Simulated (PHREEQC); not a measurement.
Dissolve 0.0012 mol/kgw HCl, 0.09 mol/kgw NiSO4 and 0.18 mol/kgw MnSO4 at 25 °C. Closed to the air; pH follows from the charge balance.

The numbers come from PHREEQC with the ion-association model, wateq4f.dat.

No solid was allowed to form.

Q: Estimate the pH, activity of water, ionic strength.

A: pH 3.63; activity of water 0.993; ionic strength 0.513 mol/kgw.

Q: In which forms is Ni present?

A: NiSO4 56 %, Ni+2 43 % of the Ni.

Species that the database lacks are ignored.
